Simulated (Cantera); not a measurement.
An adiabatic, constant-pressure homogeneous reactor starts with 7.83 % CH4, 18.0 % O2, 67.7 % N2, 6.50 % H2O, equivalence ratio 0.87, at 1100 K and 4.20 bar.

Cantera simulation using GRI-Mech 3.0 (53 species, 325 reactions); the numbers are that mechanism's predictions, not measurements.

x: mole fraction; the columns are a selection and need not sum to one.

| t (s) | T (K) | x CH4 | x O2 | x H2O | x O | x CO2 | x HO2 | x C2H |
|---|---|---|---|---|---|---|---|---|
| 4.00e-6 | 1100 | 0.0783 | 0.180 | 0.0650 | <1e-12 | <1e-12 | … | <1e-12 |
| 1.49e-5 | 1100 | 0.0783 | 0.180 | 0.0650 | <1e-12 | <1e-12 | … | <1e-12 |
| 5.52e-5 | 1100 | 0.0783 | 0.180 | 0.0650 | 2.32e-12 | <1e-12 | … | <1e-12 |
| 0.000205 | 1100 | 0.0783 | 0.180 | 0.0650 | 9.81e-12 | <1e-12 | … | <1e-12 |
| 0.000761 | 1100 | 0.0783 | 0.180 | 0.0650 | 5.77e-11 | 9.33e-12 | … | <1e-12 |
| 0.00283 | 1100 | 0.0783 | 0.180 | 0.0650 | 2.32e-10 | 7.69e-10 | … | <1e-12 |
| 0.0105 | 1100 | 0.0782 | 0.180 | 0.0651 | 4.37e-10 | 1.09e-8 | … | <1e-12 |
| 0.0390 | 1116 | 0.0758 | 0.178 | 0.0674 | 1.09e-8 | 5.59e-6 | … | <1e-12 |
| 0.145 | 2504 | <1e-12 | 0.0234 | 0.211 | 0.00111 | 0.0692 | 5.78e-6 | <1e-12 |
| 0.538 | 2504 | <1e-12 | 0.0234 | 0.211 | 0.00111 | 0.0692 | 5.78e-6 | <1e-12 |
| 2.00 | 2504 | <1e-12 | 0.0234 | 0.211 | 0.00111 | 0.0692 | 5.78e-6 | <1e-12 |

Complete the blanks.


- 4.00e-6, x HO2: 1.38e-9
- 1.49e-5, x HO2: 5.11e-9
- 5.52e-5, x HO2: 1.87e-8
- 0.000205, x HO2: 6.63e-8
- 0.000761, x HO2: 2.04e-7
- 0.00283, x HO2: 4.00e-7
- 0.0105, x HO2: 9.10e-7
- 0.0390, x HO2: 1.21e-5
